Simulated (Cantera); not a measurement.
A closed system holds: 1 mol CuO, 5.8 mol CO, 1.1 mol H2, 0.89 mol C, at 1000 Pa.

Cantera equilibrium calculation (NASA polynomials, part measured and part estimated; ideal gas, pure solids and liquids). Candidate condensed phases: C, C6H6, C7H8, C8H18, Cu, CuO, Cu(OH)2, Cu2O, H2O; 113 gas species. Kinetics and transport are ignored.

Which condensed phases are stable at each of these points (T (°C)): 725, 925, 1125, 1325, 1525, 1725, 1925, 2125, 2325?


```tsv
T (°C)	condensed phases	Cu condensed (%)
725	Cu(s)	100.0
925	Cu(s)	100.0
1125	Cu(l)	99.9
1325	Cu(l)	97.0
1525	Cu(l)	56.3
1725	gas only	0.0
1925	gas only	0.0
2125	gas only	0.0
2325	gas only	0.0
```

From 725 °C to 925 °C the condensed part is Cu(s). From 1125 °C to 1525 °C the condensed part is Cu(l). From 1725 °C to 2325 °C nothing is condensed.
